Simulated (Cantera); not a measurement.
Input (Python, Cantera) and output of one run.

```python
import numpy as np
import cantera as ct

gas_names = [...]  # 60 gases of nasa_gas.yaml made of H, N, O, S
cond_names = """
    H2O(s) H2O(L) H2SO4(L) S(cr1) S(cr2) S(L)
""".split()


# ... load() reads the species with a 1 bar reference pressure and builds the phases ...
atoms = {
    'S': {'S': 1},
    'H2O': {'H': 2, 'O': 1},
    'N2': {'N': 2},
}
top_T = {}  # K; cautious upper limits of use, not melting points


# ... equilibrate(T, P, feed) seeds the gas with the atoms and calls Mixture.equilibrate('TP', solver="vcs", rtol=1e-11, max_steps=5000) ...
results = []
feed = {'S': 1, 'H2O': 0.28, 'N2': 0.53}  # mol
P = 28  # Pa
for T in [2000, 2250, 2500, 2750, 3000, 3250, 3500, 3750, 4000, 4250, 4500, 4750, 5000]:
    mix = equilibrate(T, P, feed)
    results.append((T, P, feed, dict(zip(mix.species_names, mix.species_moles))))
    x = sorted(zip(gas.X, gas.species_names), reverse=True)
    print(f"T = {T:g} K  P = {P:g} Pa  gas = {mix.phase_moles(0):.4g} mol")
    print("   x: " + "  ".join(f"{s} {v:.3e}" for v, s in x if v > 0.001))
    print("   condensed (mol): " + ("  ".join(f"{mix.phase(i).name} {mix.phase_moles(i):.4g}"
          for i in range(1, mix.n_phases) if mix.phase_moles(i) > 1e-12) or "none"))
```

Output:

```
T = 2000 K  P = 28 Pa  gas = 1.499 mol
   x: N2 3.535e-01  S2 2.186e-01  H2 1.367e-01  SO 9.400e-02  S 8.887e-02  H 3.593e-02  SO2 3.332e-02  H2O 2.494e-02  SH 1.236e-02
   condensed (mol): none
T = 2250 K  P = 28 Pa  gas = 1.758 mol
   x: N2 3.013e-01  S 2.455e-01  H 1.269e-01  SO 1.158e-01  S2 9.064e-02  H2 8.178e-02  SO2 1.561e-02  SH 1.007e-02  H2O 7.915e-03  O 1.975e-03  OH 1.845e-03
   condensed (mol): none
T = 2500 K  P = 28 Pa  gas = 2.043 mol
   x: S 3.471e-01  N2 2.591e-01  H 2.214e-01  SO 9.692e-02  H2 2.171e-02  O 2.026e-02  S2 1.757e-02  SO2 6.814e-03  SH 3.384e-03  OH 3.021e-03  H2O 1.429e-03
   condensed (mol): none
T = 2750 K  P = 28 Pa  gas = 2.25 mol
   x: S 3.953e-01  H 2.393e-01  N2 2.350e-01  O 7.721e-02  SO 4.063e-02  H2 3.427e-03  S2 3.370e-03  OH 1.747e-03  NO 1.187e-03
   condensed (mol): none
T = 3000 K  P = 28 Pa  gas = 2.344 mol
   x: S 4.163e-01  H 2.370e-01  N2 2.255e-01  O 1.089e-01  SO 8.591e-03
   condensed (mol): none
T = 3250 K  P = 28 Pa  gas = 2.366 mol
   x: S 4.204e-01  H 2.362e-01  N2 2.229e-01  O 1.158e-01  SO 1.768e-03  N 1.741e-03
   condensed (mol): none
T = 3500 K  P = 28 Pa  gas = 2.375 mol
   x: S 4.203e-01  H 2.356e-01  N2 2.198e-01  O 1.170e-01  N 6.207e-03
   condensed (mol): none
T = 3750 K  P = 28 Pa  gas = 2.392 mol
   x: S 4.179e-01  H 2.341e-01  N2 2.122e-01  O 1.167e-01  N 1.849e-02
   condensed (mol): none
T = 4000 K  P = 28 Pa  gas = 2.427 mol
   x: S 4.118e-01  H 2.307e-01  N2 1.949e-01  O 1.152e-01  N 4.682e-02
   condensed (mol): none
T = 4250 K  P = 28 Pa  gas = 2.497 mol
   x: S 3.999e-01  H 2.243e-01  N2 1.618e-01  O 1.120e-01  N 1.007e-01
   condensed (mol): none
T = 4500 K  P = 28 Pa  gas = 2.609 mol
   x: S 3.821e-01  H 2.147e-01  N 1.807e-01  N2 1.128e-01  O 1.073e-01  Electron 1.199e-03  S+ 1.198e-03
   condensed (mol): none
T = 4750 K  P = 28 Pa  gas = 2.739 mol
   x: S 3.626e-01  N 2.644e-01  H 2.045e-01  O 1.022e-01  N2 6.131e-02  Electron 2.522e-03  S+ 2.520e-03
   condensed (mol): none
T = 5000 K  P = 28 Pa  gas = 2.84 mol
   x: S 3.472e-01  N 3.208e-01  H 1.972e-01  O 9.859e-02  N2 2.622e-02  Electron 4.953e-03  S+ 4.948e-03
   condensed (mol): none
```

Equilibrium computed with Cantera from the NASA thermochemical tables; the gas is ideal and each condensed phase is pure.
